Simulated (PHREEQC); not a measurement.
Dissolve 0.0013 mol H2SO4, 0.00164 mol ZnSO4 and 5.4e-05 mol Fe2(SO4)3 per kg of water at 25 °C. Closed to the air; pH follows from the charge balance.

Model: ion-association model, wateq4f.dat, run in PHREEQC.

Precipitation was switched off in this run.

Task: Order these Fe species by the share of Fe that they hold, largest first: Fe(OH)2+, FeOH+2, Fe(SO4)2-, Fe+3, FeSO4+.

Result: FeSO4+ (70 %), FeOH+2 (17 %), Fe+3 (8.0 %), Fe(SO4)2- (2.4 %), Fe(OH)2+ (2.0 %)

The pH is 2.68 and the ionic strength 0.00868 mol/kgw. Saturation is exceeded, for instance for Hematite (slow to form), Goethite (slow to form); the values hold only as long as no solid forms. Species that the database lacks are ignored.
